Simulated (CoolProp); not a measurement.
The fluid at 298.15 K and 13.4 MPa is throttled through a valve to 9.04 MPa with no heat exchange. The same conditions are run with several fluids, on thermodynamics alone (safety and materials aside).

The numbers come from the reference Helmholtz-energy equation of state of each fluid (hydrogen chloride: Thol 2018; R114: Platzer 1990; n-octane: Beckmüller 2019; R134a: Tillner-Roth 1994; hydrogen sulfide: Lemmon 2006) in CoolProp. The equations of Platzer and Polt are older, rougher fits.

```json
[
 {"fluid": "hydrogen chloride", "temperature change (K)": "-1.3", "final density (kg/m³)": "859"},
 {"fluid": "R114", "temperature change (K)": "+1.4", "final density (kg/m³)": "1490"},
 {"fluid": "n-octane", "temperature change (K)": "+1.9", "final density (kg/m³)": "705"},
 {"fluid": "R134a", "temperature change (K)": "+0.7", "final density (kg/m³)": "1250"},
 {"fluid": "hydrogen sulfide", "temperature change (K)": "+0.4", "final density (kg/m³)": "793"}
]
```
